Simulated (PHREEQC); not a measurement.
Make-up at 25 °C: 0.0014 mol HF, 0.045 mol NaF, 0.0005 mol (NH4)2SiF6 and 0.073 mol H2SO4 per kg of water. Closed to the air; pH follows from the charge balance.

Equilibrium calculation in PHREEQC: ion-association model, phreeqc.dat.

Each row changes one thing in this solution. No solid was allowed to form.

```
case                                 pH  ionic strength (mol/kgw)  HSO4- (mol/kgw)  HF (mol/kgw)  Na+ (mol/kgw)  SO4-2 (mol/kgw)
---------------------------------  ----  ------------------------  ---------------  ------------  -------------  ---------------
as made                            1.35                     0.123           0.0471        0.0451         0.0432           0.0240
0.00099 mol/kgw TMAH added         1.35                     0.124           0.0469        0.0451         0.0432           0.0242
(NH4)2SiF6 left out                1.35                     0.122           0.0473        0.0451         0.0432           0.0239
HF from 0.0014 to 0.00154 mol/kgw  1.35                     0.123           0.0471        0.0453         0.0432           0.0240
HF from 0.0014 to 0.014 mol/kgw    1.35                     0.124           0.0472        0.0573         0.0432           0.0239
temperature from 25 to 50 °C       1.41                     0.110           0.0540        0.0455         0.0435           0.0174
diluted 10-fold with water         2.14                    0.0176          0.00236       0.00420        0.00443          0.00487
```

(CH3)4N+ isn't in the database: it is added as a free cation with an ion size of 4 Å. Away from 25 °C the constants follow the database's enthalpies or fits; those with neither stay at their 25 °C values. SiF6-2 is the database's only silicon fluoride.
